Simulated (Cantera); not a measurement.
Input: 1 mol Ta, 8 mol O₂, 3.1 mol H₂, equilibrated at 13.3 mbar.

Method: chemical equilibrium by Gibbs-energy minimisation in Cantera with the NASA 1993 tables (ideal gas, pure condensed phases). Candidate condensed phases: H₂O, Ta, Ta₂O₅; 12 gas species. Kinetics and transport are ignored.

### Question
At 1177 °C, list the 4 most abundant gas species with their mole fractions, and the condensed phases.

### Answer
O₂ 0.626, H₂O 0.373, OH 0.000373, O 1.38e-5. Condensed: Ta₂O₅(s).
